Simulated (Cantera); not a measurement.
A Cantera script and what it prints.

```python
import numpy as np
import cantera as ct

gas_names = """
    H HNO HNO2 HNO3 HO2 H2 H2O H2O2 N NH NH2 NH3 NH2OH NO NO2 NO3 N2 N2H2 N2H4 N2O O OH O2 O3 Si SiH
    SiH2 SiH3 SiH4 SiN SiO SiO2 Si2 Si2N Si3
""".split()
cond_names = """
    H2O(s) H2O(L) Si(cr) Si(L) SiO2(Lqz) SiO2(hqz) SiO2(L) Si2N2O(s) Si3N4(a)
""".split()


# ... load() reads the species with a 1 bar reference pressure and builds the phases ...
atoms = {
    'SiH4': {'Si': 1, 'H': 4},
    'N2O': {'N': 2, 'O': 1},
    'N2': {'N': 2},
}
top_T = {'Si2N2O(s)': 2100, 'Si3N4(a)': 2400}  # K; cautious upper limits of use, not melting points


# ... equilibrate(T, P, feed) seeds the gas with the atoms and calls Mixture.equilibrate('TP', solver="vcs", rtol=1e-11, max_steps=5000) ...
results = []
feed = {'SiH4': 1, 'N2O': 10, 'N2': 1.4}  # mol
T = 998.15  # K
P = 33  # Pa
mix = equilibrate(T, P, feed)
results.append((T, P, feed, dict(zip(mix.species_names, mix.species_moles))))
print(gas.report(threshold=1e-06))
for i in range(1, mix.n_phases):
    print(f"{mix.phase(i).name:16s} {mix.phase_moles(i):12.5e} mol")
```

It prints:

```
       temperature   998.15 K
          pressure   33 Pa
           density   0.00010944 kg/m^3
  mean mol. weight   27.523 kg/kmol
   phase of matter   gas

                          1 kg             1 kmol
                     ---------------   ---------------
          enthalpy       -2.6545e+05       -7.3061e+06  J
   internal energy       -5.6698e+05       -1.5605e+07  J
           entropy             11080        3.0496e+05  J/K
    Gibbs function       -1.1325e+07        -3.117e+08  J
 heat capacity c_p            1239.9             34125  J/K
 heat capacity c_v            937.76             25810  J/K

                      mass frac. Y      mole frac. X     chem. pot. / RT
                     ---------------   ---------------   ---------------
               H2O          0.079821           0.12195           -64.118
                NO         2.929e-05        2.6867e-05           -34.756
                N2            0.7075           0.69511           -33.237
                O2           0.21265           0.18291           -36.276
     [  +31 minor]        5.8623e-07         9.074e-07

Si(cr)            0.00000e+00 mol
SiO2(hqz)         1.00000e+00 mol
Si2N2O(s)         0.00000e+00 mol
Si3N4(a)          0.00000e+00 mol
```

Method: chemical equilibrium by Gibbs-energy minimisation in Cantera with the NASA 1993 tables (ideal gas, pure condensed phases).
